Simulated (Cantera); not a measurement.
Mixture: CH₄ : O₂ : N₂ = 1 : 2.63 : 11.8 (molar parts), at 10.0 bar, adiabatic and at constant volume. Ignition delay is the time to a rise of 400 K.

Detailed kinetics in Cantera: GRI-Mech 3.0 (53 species, 325 reactions).

Predict: delay at 1123 K; delay at 1173 K; delay at 1223 K; delay at 1273 K; delay at 1323 K; delay at 1373 K; apparent activation energy between 1273 and 1373 K.


```json
{
 "delay at 1123 K": "12.8 ms",
 "delay at 1173 K": "6.59 ms",
 "delay at 1223 K": "3.54 ms",
 "delay at 1273 K": "1.96 ms",
 "delay at 1323 K": "1.12 ms",
 "delay at 1373 K": "0.655 ms",
 "apparent activation energy between 1273 and 1373 K": "160 kJ/mol"
}
```
